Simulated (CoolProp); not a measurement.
Values from CoolProp's reference Helmholtz-energy equation of state, Wagner 2002.

For water, give the phase and the Z, cp (kJ/(kg K)), isothermal compressibility (1/MPa), viscosity (µPa s) at 53.55 °C and 18 MPa; 66.95 °C and 18 MPa; 84.85 °C and 18 MPa.


- 53.55 °C and 18 MPa: liquid; Z 0.120, cp 4.14, isothermal compressibility 0.000422, viscosity 519
- 66.95 °C and 18 MPa: liquid; Z 0.116, cp 4.15, isothermal compressibility 0.000427, viscosity 426
- 84.85 °C and 18 MPa: liquid; Z 0.112, cp 4.16, isothermal compressibility 0.000443, viscosity 338

Viscosity comes from a separate model (Huber 2009).
